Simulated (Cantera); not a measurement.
Mixture: 12.4 % H2, 10.9 % O2, 76.8 % N2, equivalence ratio 0.57, at 2600000 Pa, adiabatic and at constant pressure. Ignition delay is the time to a rise of 400 K.

Detailed kinetics in Cantera: the H2/O2 subset of GRI-Mech 3.0, which has no nitrogen chemistry. The hydrogen kinetics of GRI-Mech 3.0 are dated; newer H2 mechanisms differ, most at raised pressure. The pressure lies above the range GRI-Mech 3.0 was tuned for (to about 10 atm). Below about 950 K walls govern HO2 and H2O2 in real vessels.

**Question.** Predict: delay at 925 K; delay at 1000 K; delay at 1075 K; delay at 1150 K; delay at 1225 K; delay at 1300 K; delay at 1375 K; apparent activation energy between 1225 and 1375 K.

**Answer.** 
| Property | Result |
|---|---|
| delay at 925 K | 61.3 ms |
| delay at 1000 K | 10.2 ms |
| delay at 1075 K | 2.13 ms |
| delay at 1150 K | 0.514 ms |
| delay at 1225 K | 0.131 ms |
| delay at 1300 K | 31.0 µs |
| delay at 1375 K | 5.81 µs |
| apparent activation energy between 1225 and 1375 K | 290 kJ/mol |
